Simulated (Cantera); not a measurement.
Cantera run:

```python
import numpy as np
import cantera as ct

gas_names = """
    C CO COS CO2 CS CS2 C2 C2O C3 C3O2 C4 C5 Fe FeC5O5 FeO O O2 O3 S SO SO2 SO3 S2 S2O S8
""".split()
cond_names = """
    C(gr) Fe(a) Fe(c) Fe(d) Fe(L) FeC5O5(L) FeO(s) FeO(L) FeS(a) FeS(b) FeS(c) FeS(L) FeSO4(s) FeS2(s)
    Fe2O3(s) Fe2S3O12(s) Fe3O4(s) S(cr1) S(cr2) S(L)
""".split()


# ... load() reads the species with a 1 bar reference pressure and builds the phases ...
atoms = {
    'FeS2': {'Fe': 1, 'S': 2},
    'SO3': {'S': 1, 'O': 3},
    'CO2': {'C': 1, 'O': 2},
}
top_T = {'C(gr)': 4500, 'FeSO4(s)': 950, 'FeS2(s)': 1010, 'Fe2O3(s)': 1830, 'Fe2S3O12(s)': 1100, 'Fe3O4(s)': 1870}  # K; cautious upper limits of use, not melting points


# ... equilibrate(T, P, feed) seeds the gas with the atoms and calls Mixture.equilibrate('TP', solver="vcs", rtol=1e-11, max_steps=5000) ...
results = []
feed = {'FeS2': 1, 'SO3': 0.89, 'CO2': 8.5}  # mol
P = 92000  # Pa
for T in [925, 1000, 1075, 1150, 1225, 1300, 1375, 1450, 1525, 1600]:
    mix = equilibrate(T, P, feed)
    results.append((T, P, feed, dict(zip(mix.species_names, mix.species_moles))))

top = {s: max(r[3][s] / sum(r[3][g] for g in gas_names) for r in results) for s in gas_names}
cols = sorted((s for s in top if top[s] > 0.0001), key=lambda s: -top[s])[:5]
seen = [c for c in cond_names if any(r[3].get(c, 0) > 1e-12 for r in results)]
print("log10 of partial pressures in bar; condensed amounts in mol")
print(f"{'T/K':>10s}" + "".join(f"{s[:9]:>10s}" for s in cols + seen))
for T, P, feed, n in results:
    ng = sum(n[g] for g in gas_names)
    print(f"{T:10.4g}" + "".join(f"{np.log10(max(n[s] / ng * P / 1e5, 1e-99)):10.3f}" for s in cols)
          + "".join(f"{n.get(c, 0):10.4g}" for c in seen))
```

It prints:

```
log10 of partial pressures in bar; condensed amounts in mol
       T/K       CO2       SO2        CO        S2        SO    FeO(s)    FeS(c)    FeS(L)
       925    -0.112    -0.915    -3.174    -1.632    -5.561         0         1         0
      1000    -0.113    -0.912    -2.746    -1.638    -5.047         0         1         0
      1075    -0.115    -0.908    -2.382    -1.650    -4.604         0         1         0
      1150    -0.118    -0.901    -2.073    -1.672    -4.221         0         1         0
      1225    -0.123    -0.890    -1.812    -1.709    -3.887         0         1         0
      1300    -0.130    -0.875    -1.593    -1.768    -3.595         0         1         0
      1375    -0.143    -0.865    -1.379    -1.720    -3.313   0.09537    0.9046         0
      1450    -0.166    -0.864    -1.162    -1.545    -3.030    0.3565    0.6435         0
      1525    -0.195    -0.855    -0.994    -1.444    -2.785    0.6163         0    0.3837
      1600    -0.232    -0.842    -0.856    -1.360    -2.563    0.9093         0   0.09073
```

Method: chemical equilibrium by Gibbs-energy minimisation in Cantera with the NASA 1993 tables (ideal gas, pure condensed phases). Metal and sulfide melt together well below either melting point, which pure phases cannot show. Mutual solubility and eutectic melting of coexisting phases are not modelled. The tables' stoichiometric FeO is somewhat more stable than real wüstite, so its field is too wide. FeO, FeS: taken at fixed stoichiometry. Gases not in the tables: S3 to S7.
